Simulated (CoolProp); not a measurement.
Model: reference Helmholtz-energy equation of state, Schroeder 2014, in CoolProp.

Question: Give the vapour pressure (MPa), vapour density (kg/m³), enthalpy of vaporisation (kJ/kg) of saturated ethanol at 396.1, 416.1, 469.4 K.

Answer: 
```
T (K)  p (MPa)  vapour density (kg/m³)  enthalpy of vaporisation (kJ/kg)
-----  -------  ----------------------  --------------------------------
396.1    0.467                    7.16                               761
416.1    0.818                    12.5                               709
469.4     2.77                    45.3                               522
```
